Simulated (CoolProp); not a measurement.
Properties of R1336mzz(Z) along the isotherm 214.35 °C.

Computed with CoolProp (reference Helmholtz-energy equation of state, McLinden 2020).

```tsv
p (MPa)	phase	cv (kJ/(kg K))	speed of sound (m/s)	Joule-Thomson coefficient (K/MPa)	isothermal compressibility (1/MPa)	expansivity (1/kK)	fugacity coefficient
0.66	gas	1.065	152.5	7.849	1.614	2.570	0.9434
1.32	gas	…	143.5	8.378	0.8711	3.281	0.8883
1.98	gas	1.088	133.7	8.995	0.6386	4.301	0.8345
2.64	gas	1.103	123.3	9.695	0.5396	5.860	0.7820
3.3	supercritical	1.121	112.6	10.39	0.5013	8.409	0.7307
3.96	supercritical	1.143	102.9	10.72	0.4948	12.68	0.6805
4.62	supercritical	1.163	98.30	9.781	0.4637	18.05	0.6321
5.28	supercritical	1.165	105.5	7.237	…	18.38	0.5870
5.94	supercritical	1.155	122.8	4.883	0.1908	14.14	0.5474
6.6	supercritical	1.145	141.9	…	0.1209	10.84	0.5138
7.26	supercritical	1.138	159.8	2.617	0.08494	8.767	0.4855
```

### Question
What belongs in the gaps?

### Answer

- 1.32, cv (kJ/(kg K)): 1.076
- 5.28, isothermal compressibility (1/MPa): 0.3258
- 6.6, Joule-Thomson coefficient (K/MPa): 3.465
